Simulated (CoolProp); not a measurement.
R123 along the isotherm 500 K: density (kg/m³) from the reference equation and from simpler models built on Tc = 456.8 K, pc = 36.62 bar, ω = 0.282; each cubic takes its own stable root.

Computed with CoolProp (reference Helmholtz-energy equation of state, Younglove 1994). It is a modified Benedict-Webb-Rubin equation, recast in Helmholtz form.

```
p (bar)          phase  reference  Redlich-Kwong  Peng-Robinson
-------  -------------  ---------  -------------  -------------
0.289              gas      1.065          1.065          1.066
0.451              gas      1.664          1.664          1.665
0.702              gas      2.595          2.595          2.597
1.09               gas      4.040          4.041          4.044
1.7                gas      6.327          6.331          6.337
2.65               gas      9.929          9.939          9.954
4.13               gas      15.64          15.66          15.70
6.42               gas      24.72          24.78          24.87
10                 gas      39.59          39.74          39.96
15.6               gas      64.74          65.14          65.65
24.3               gas      109.7          110.9          111.9
37.8     supercritical      202.2          207.3          207.3
58.8     supercritical      477.4          490.8          456.7
91.5     supercritical      805.6          732.8          750.9
```
